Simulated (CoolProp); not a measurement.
A single-stage vapour-compression cycle with the fluid: evaporating at 245.15 K (dew point), condensing at 280.15 K (bubble point), superheat 2 K, subcooling 5 K, compressor efficiency 0.6, no pressure losses. The same conditions are run with several fluids, on thermodynamics alone (safety and materials aside).

Computed with CoolProp (reference Helmholtz-energy equation of state of each fluid (R11: Jacobsen 1992; R134a: Tillner-Roth 1994; R152A: Outcalt 1996; vinyl chloride: Thol 2022; propane: Lemmon 2009; CH2F2 (R32): Tillner-Roth 1997)).

Question: Rank R11, R134a, R152A, vinyl chloride, propane, CH2F2 (R32) by cooling COP, highest first.

Answer: R11 (3.90), vinyl chloride (3.83), R152A (3.81), R134a (3.78), propane (3.76), CH2F2 (R32) (3.66)

```csv
fluid,pressure ratio,discharge temperature (K),refrigerating effect (kJ/kg),volumetric capacity (kJ/m³)
R11,5.24,327.4,175,121
R134a,4.04,311.0,180,864
R152A,3.98,325.9,286,807
vinyl chloride,4.07,347.8,324,547
propane,3.22,309.8,341,1400
CH2F2 (R32),3.41,349.9,306,2490
```
